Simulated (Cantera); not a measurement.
Charge: 1 mol HgO, 0.56 mol H₂, a varied amount of N₂, held at 477 °C and 0.743 Torr.

Equilibrium computed with Cantera from the NASA thermochemical tables; the gas is ideal and each condensed phase is pure. Candidate condensed phases: H₂O, Hg, HgO; 25 gas species. Rates play no part.

x: gas mole fraction; nothing condenses.

```json
[
 {"n(N₂) (mol)": "0.91", "x N₂": "0.338", "x Hg": "0.372", "x H₂O": "0.208", "x O₂": "0.0818"},
 {"n(N₂) (mol)": "1.6", "x N₂": "0.473", "x Hg": "0.296", "x H₂O": "0.166", "x O₂": "0.0651"},
 {"n(N₂) (mol)": "3", "x N₂": "0.628", "x Hg": "0.209", "x H₂O": "0.117", "x O₂": "0.0460"},
 {"n(N₂) (mol)": "5.3", "x N₂": "___", "x Hg": "___", "x H₂O": "___", "x O₂": "___"},
 {"n(N₂) (mol)": "9.6", "x N₂": "0.844", "x Hg": "___", "x H₂O": "___", "x O₂": "___"},
 {"n(N₂) (mol)": "17", "x N₂": "0.905", "x Hg": "0.0532", "x H₂O": "0.0298", "x O₂": "0.0117"},
 {"n(N₂) (mol)": "31", "x N₂": "0.946", "x Hg": "0.0305", "x H₂O": "0.0171", "x O₂": "0.00671"}
]
```

Question: What belongs in the gaps?

Answer: 
- 5.3, x N₂: 0.749
- 5.3, x Hg: 0.141
- 5.3, x H₂O: 0.0791
- 5.3, x O₂: 0.0311
- 9.6, x Hg: 0.0879
- 9.6, x H₂O: 0.0492
- 9.6, x O₂: 0.0193
